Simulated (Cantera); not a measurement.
A perfectly stirred reactor is fed with CH₄ : O₂ : N₂ = 1 : 1.33 : 5.01 (molar parts), equivalence ratio 1.5, at 23000 Pa; it is adiabatic with a 675 K inlet, and is followed from long to short residence time, starting on the burning branch (τ in s: 0.025, 0.011, 0.0045, 0.0019, 0.00081, 0.00035, 0.00015, 6.2e-05, 2.6e-05).

Detailed kinetics in Cantera: GRI-Mech 3.0 (53 species, 325 reactions).

What does this change do: CH4 1 to 1.4 parts?


```json
[
 {"quantity": "blow-out, bracketed by the residence times tried", "before": "burning at 0.810 ms, out at 0.350 ms", "after": "burning at 4.50 ms, out at 1.90 ms"},
 {"quantity": "x(CH₄) at τ = 25.0 ms", "before": "8.30e-5", "after": "0.00934"},
 {"quantity": "x(O₂) at τ = 25.0 ms", "before": "0.000372", "after": "0.00221"},
 {"quantity": "x(CO₂) at τ = 25.0 ms", "before": "0.0370", "after": "0.0243"},
 {"quantity": "x(NO) at τ = 25.0 ms", "before": "0.000309", "after": "4.60e-6"},
 {"quantity": "x(CH₂) at τ = 25.0 ms", "before": "4.57e-6", "after": "1.01e-5"},
 {"quantity": "x(CH₄) at τ = 0.810 ms", "before": "0.00198", "after": "0.181"},
 {"quantity": "x(O₂) at τ = 0.810 ms", "before": "0.00716", "after": "0.172"},
 {"quantity": "x(CO₂) at τ = 0.810 ms", "before": "0.0311", "after": "<1e-12"},
 {"quantity": "x(NO) at τ = 0.810 ms", "before": "0.000101", "after": "<1e-12"},
 {"quantity": "x(CH₂) at τ = 0.810 ms", "before": "7.02e-5", "after": "<1e-12"}
]
```
